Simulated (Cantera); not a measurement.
**Adiabatic ignition**

An adiabatic, constant-volume homogeneous reactor starts with 14.6 % CH4, 13.9 % O2, 52.4 % N2, 19.0 % CO2, at 1448 K and 1.01 bar.

Detailed kinetics in Cantera: GRI-Mech 3.0 (53 species, 325 reactions).

```json
[
 {"t (s)": "1.00e-6", "T (K)": "1448", "P (bar)": "1.01", "x CH4": "0.146", "x O2": "0.139", "x CO2": "0.190", "x CH2": "<1e-12", "x CH2O": "1.16e-10", "x CH3": "7.77e-8", "x OH": "1.30e-9"},
 {"t (s)": "3.15e-6", "T (K)": "1448", "P (bar)": "1.01", "x CH4": "0.146", "x O2": "0.139", "x CO2": "0.190", "x CH2": "<1e-12", "x CH2O": "1.34e-9", "x CH3": "2.68e-7", "x OH": "1.82e-9"},
 {"t (s)": "9.90e-6", "T (K)": "1448", "P (bar)": "1.01", "x CH4": "0.146", "x O2": "0.139", "x CO2": "0.190", "x CH2": "<1e-12", "x CH2O": "1.47e-8", "x CH3": "8.98e-7", "x OH": "2.85e-9"},
 {"t (s)": "3.12e-5", "T (K)": "1448", "P (bar)": "1.01", "x CH4": "0.146", "x O2": "0.139", "x CO2": "0.190", "x CH2": "<1e-12", "x CH2O": "1.69e-7", "x CH3": "3.20e-6", "x OH": "7.33e-9"},
 {"t (s)": "9.81e-5", "T (K)": "1448", "P (bar)": "1.01", "x CH4": "0.146", "x O2": "0.139", "x CO2": "0.190", "x CH2": "5.46e-12", "x CH2O": "2.34e-6", "x CH3": "1.36e-5", "x OH": "2.39e-8"},
 {"t (s)": "0.000309", "T (K)": "1448", "P (bar)": "1.01", "x CH4": "0.146", "x O2": "0.139", "x CO2": "0.190", "x CH2": "8.50e-11", "x CH2O": "3.42e-5", "x CH3": "5.80e-5", "x OH": "7.35e-8"},
 {"t (s)": "0.000972", "T (K)": "1450", "P (bar)": "1.01", "x CH4": "0.146", "x O2": "0.139", "x CO2": "0.190", "x CH2": "4.17e-10", "x CH2O": "0.000290", "x CH3": "0.000122", "x OH": "1.87e-7"},
 {"t (s)": "0.00306", "T (K)": "1492", "P (bar)": "1.05", "x CH4": "0.136", "x O2": "0.133", "x CO2": "0.190", "x CH2": "1.05e-8", "x CH2O": "0.00205", "x CH3": "0.000406", "x OH": "1.96e-6"},
 {"t (s)": "0.00962", "T (K)": "2377", "P (bar)": "1.92", "x CH4": "6.52e-12", "x O2": "4.04e-5", "x CO2": "0.0933", "x CH2": "<1e-12", "x CH2O": "1.02e-8", "x CH3": "4.79e-12", "x OH": "0.00132"},
 {"t (s)": "0.0303", "T (K)": "2377", "P (bar)": "1.92", "x CH4": "6.54e-12", "x O2": "4.02e-5", "x CO2": "0.0933", "x CH2": "<1e-12", "x CH2O": "1.02e-8", "x CH3": "4.80e-12", "x OH": "0.00131"},
 {"t (s)": "0.0953", "T (K)": "2377", "P (bar)": "1.92", "x CH4": "6.55e-12", "x O2": "4.01e-5", "x CO2": "0.0933", "x CH2": "<1e-12", "x CH2O": "1.02e-8", "x CH3": "4.81e-12", "x OH": "0.00131"},
 {"t (s)": "0.300", "T (K)": "2377", "P (bar)": "1.92", "x CH4": "6.55e-12", "x O2": "4.01e-5", "x CO2": "0.0933", "x CH2": "<1e-12", "x CH2O": "1.02e-8", "x CH3": "4.81e-12", "x OH": "0.00131"}
]
```
x: mole fraction; the columns are a selection and need not sum to one.

```yaml
time_of_steepest_temperature_rise: 3.87 ms
temperature at 0.300 s: 2377 K
equilibrium_temperature: 2377 K
x(CH4) at 0.300 s: 6.55e-12 (gas-phase equilibrium 7.33e-12)
x(O2) at 0.300 s: 4.01e-5 (gas-phase equilibrium 4.01e-5)
x(CO2) at 0.300 s: 0.0933 (gas-phase equilibrium 0.0933)
```
